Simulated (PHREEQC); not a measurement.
Dissolve 3 mmol/kgw CaCl2, 0.054 mmol/kgw NaHCO3 and 23 mmol/kgw NaCl at 40 °C. Closed to the air; pH follows from the charge balance.

Model: ion-association model, wateq4f.dat, run in PHREEQC.

Each row changes one thing in this solution. Precipitation was switched off in this run.

```
case                                            pH  SI of Halite (NaCl)
--------------------------------------------  ----  -------------------
as made                                       7.61                -4.94
CaCl2 from 0.003 to 0.0033 mol/kgw            7.60                -4.93
CaCl2 replaced by NH4Cl at the same molality  6.61                -4.98
0.0022 mol/kgw H2SO4 added                    2.47                -4.95
CaCl2 from 0.003 to 0.03 mol/kgw              7.41                -4.57
NaHCO3 replaced by NaBr at the same molality  6.76                -4.94
CaCl2 left out                                7.67                -5.02
```

Complexes and solids missing from the database can't appear. Away from 25 °C the constants follow the database's enthalpies or fits; those with neither stay at their 25 °C values.
